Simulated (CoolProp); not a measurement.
Vapour-liquid equilibrium of R143a (1) + dimethyl ether (2) at 0.0101 MPa; x and y are mole fractions of (1).

Computed with CoolProp (multi-fluid Helmholtz-energy mixture model, Lemmon and Jacobsen 2000 and Wu 2011; pair parameters Bell 2016).

```json
[
 {"x": "0.05", "bubble temperature, mixture model (K)": "203.5", "bubble temperature, Raoult's law (K)": "204.1", "y, mixture model": "0.187", "y, Raoult's law": "0.157"},
 {"x": "0.125", "bubble temperature, mixture model (K)": "200.7", "bubble temperature, Raoult's law (K)": "201.7", "y, mixture model": "0.383", "y, Raoult's law": "0.340"},
 {"x": "0.2", "bubble temperature, mixture model (K)": "198.4", "bubble temperature, Raoult's law (K)": "199.7", "y, mixture model": "0.517", "y, Raoult's law": "0.478"},
 {"x": "0.275", "bubble temperature, mixture model (K)": "196.6", "bubble temperature, Raoult's law (K)": "197.9", "y, mixture model": "0.614", "y, Raoult's law": "0.586"},
 {"x": "0.35", "bubble temperature, mixture model (K)": "195.0", "bubble temperature, Raoult's law (K)": "196.3", "y, mixture model": "0.688", "y, Raoult's law": "0.671"},
 {"x": "0.425", "bubble temperature, mixture model (K)": "193.7", "bubble temperature, Raoult's law (K)": "194.8", "y, mixture model": "0.747", "y, Raoult's law": "0.739"},
 {"x": "0.5", "bubble temperature, mixture model (K)": "192.5", "bubble temperature, Raoult's law (K)": "193.5", "y, mixture model": "0.795", "y, Raoult's law": "0.795"},
 {"x": "0.575", "bubble temperature, mixture model (K)": "191.5", "bubble temperature, Raoult's law (K)": "192.3", "y, mixture model": "0.836", "y, Raoult's law": "0.842"},
 {"x": "0.65", "bubble temperature, mixture model (K)": "190.6", "bubble temperature, Raoult's law (K)": "191.1", "y, mixture model": "0.871", "y, Raoult's law": "0.881"},
 {"x": "0.725", "bubble temperature, mixture model (K)": "189.7", "bubble temperature, Raoult's law (K)": "190.1", "y, mixture model": "0.903", "y, Raoult's law": "0.914"},
 {"x": "0.8", "bubble temperature, mixture model (K)": "188.9", "bubble temperature, Raoult's law (K)": "189.2", "y, mixture model": "0.932", "y, Raoult's law": "0.942"},
 {"x": "0.875", "bubble temperature, mixture model (K)": "188.1", "bubble temperature, Raoult's law (K)": "188.3", "y, mixture model": "0.958", "y, Raoult's law": "0.966"},
 {"x": "0.95", "bubble temperature, mixture model (K)": "187.4", "bubble temperature, Raoult's law (K)": "187.4", "y, mixture model": "0.984", "y, Raoult's law": "0.987"}
]
```

The largest gap from Raoult's law is -1.3 K in bubble temperature, at x = 0.275. No azeotrope shows between x = 0.05 and 0.95.

Pair parameters are fitted to limited data, so mixtures are less certain than the pure fluids.
